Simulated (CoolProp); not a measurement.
Vapour-liquid equilibrium of R1234ze(E) (1) + n-pentane (2) at 21.05 °C; x and y are mole fractions of (1).

Model: multi-fluid Helmholtz-energy mixture model, Thol 2016 and Thol 2019; pair parameters Bell 2016, in CoolProp.

| x | bubble pressure, mixture model (bar) | bubble pressure, Raoult's law (bar) | y, mixture model | y, Raoult's law |
|---|---|---|---|---|
| 0.05 | 1.082 | 0.7803 | 0.470 | 0.283 |
| 0.125 | 1.713 | 1.067 | 0.680 | 0.517 |
| 0.2 | 2.223 | 1.354 | ? | 0.652 |
| 0.275 | 2.624 | 1.641 | 0.811 | 0.740 |
| 0.35 | ? | 1.928 | 0.839 | 0.801 |
| 0.425 | 3.180 | 2.215 | 0.858 | 0.847 |
| 0.5 | 3.375 | 2.503 | ? | 0.882 |
| 0.575 | 3.539 | 2.790 | 0.886 | 0.910 |
| 0.65 | 3.687 | 3.077 | 0.899 | 0.933 |
| 0.725 | 3.830 | 3.364 | 0.912 | 0.952 |
| 0.8 | 3.978 | 3.651 | 0.928 | 0.968 |
| 0.875 | 4.135 | 3.938 | 0.948 | 0.981 |
| 0.95 | 4.302 | 4.225 | 0.975 | 0.993 |

Fill in the missing entries.


- 0.2, y, mixture model: 0.765
- 0.35, bubble pressure, mixture model (bar): 2.936
- 0.5, y, mixture model: 0.874

The largest gap from Raoult's law is +64.2 % in bubble pressure, at x = 0.2. No azeotrope shows between x = 0.05 and 0.95.

Pair parameters are fitted to limited data, so mixtures are less certain than the pure fluids. With so large a gap from Raoult's law the liquid may split in two, which this calculation doesn't test in full.
